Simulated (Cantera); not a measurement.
## Catalytic stagnation flow on Pt

A jet of 2.78 % H2, 12.8 % O2, 84.4 % N2 at 300 K and 173 Torr hits a platinum plate 6.5 cm away at a mass flux of 0.022 kg/m²/s; the plate temperature is set and raised in steps from an oxygen-covered start.

Computed with Cantera and Deutschmann's 1995 Pt surface mechanism with GRI-Mech 3.0 gas chemistry. Catalytic surfaces can have several steady states; this one follows from the mechanism file's or the stated starting coverage.

| plate T (K) | wall x H2 | wall x O2 | wall x H2O | wall x OH | θ free Pt | θ O* | θ OH* |
|---|---|---|---|---|---|---|---|
| 700 | 0.00125 | 0.100 | 0.0507 | <1e-8 | 0.0290 | 0.967 | 0.00355 |
| 750 | 0.000906 | 0.0998 | 0.0511 | <1e-8 | 0.0420 | 0.955 | 0.00309 |
| 800 | 0.000589 | 0.0996 | 0.0514 | <1e-8 | 0.0690 | 0.928 | 0.00295 |
| 850 | 0.000384 | 0.0994 | 0.0516 | 1.16e-8 | 0.109 | 0.888 | 0.00282 |
| 900 | 0.000274 | 0.0994 | 0.0516 | 3.50e-8 | 0.160 | 0.838 | 0.00264 |
| 950 | 0.000209 | 0.0994 | 0.0515 | 9.51e-8 | 0.217 | 0.781 | 0.00243 |
| 1000 | 0.000162 | 0.0997 | 0.0510 | 2.77e-7 | 0.278 | 0.720 | 0.00218 |
x: mole fraction at the wall; θ: surface coverage.
